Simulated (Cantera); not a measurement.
## Thermodynamics of carbon deposition, reforming and gasification, feed C3H8 + O2 + N2

Input: 1 mol C3H8, 0.016 mol O2, 0.42 mol N2, equilibrated at 0.0480 bar.

Equilibrium computed with Cantera from the NASA thermochemical tables; the gas is ideal and each condensed phase is pure. Candidate condensed phases: C, C6H6, C7H8, C8H18, H2O; 136 gas species. The numbers say what is thermodynamically allowed, not how fast it happens.

From 823 K to 2773 K the condensed part is C(graphite). The main C-bearing gas is CH4 at 823 K and C2H2 (acetylene) at 2773 K.

```csv
T (K),x H2,x H,x N2,x CH4,x HCN,x C2H2 (acetylene),n C(graphite)
823,0.862,3.11e-11,0.0977,0.0332,4.77e-8,2.88e-12,2.84
973,0.893,4.66e-9,0.0948,0.00492,9.68e-7,4.81e-10,2.95
1123,0.897,1.84e-7,0.0944,0.00113,8.71e-6,1.97e-8,2.96
1273,0.898,3.08e-6,0.0944,0.000364,4.65e-5,3.34e-7,2.97
1423,0.898,2.87e-5,0.0943,0.000147,0.000173,3.08e-6,2.97
1573,0.898,0.000176,0.0941,7.10e-5,0.000502,1.85e-5,2.97
1723,0.897,0.000788,0.0937,3.89e-5,0.00120,8.12e-5,2.96
1873,0.894,0.00279,0.0929,2.34e-5,0.00249,0.000279,2.95
2023,0.887,0.00817,0.0915,1.51e-5,0.00460,0.000793,2.94
2173,0.873,0.0206,0.0892,1.02e-5,0.00770,0.00193,2.91
2323,0.845,0.0457,0.0857,7.01e-6,0.0118,0.00409,2.87
2473,0.795,0.0908,0.0807,4.76e-6,0.0168,0.00767,2.81
2623,0.718,0.163,0.0740,3.08e-6,0.0219,0.0127,2.72
2773,0.611,0.265,0.0660,1.82e-6,0.0263,0.0186,2.59
```
x: gas mole fraction; n: condensed amount in mol.
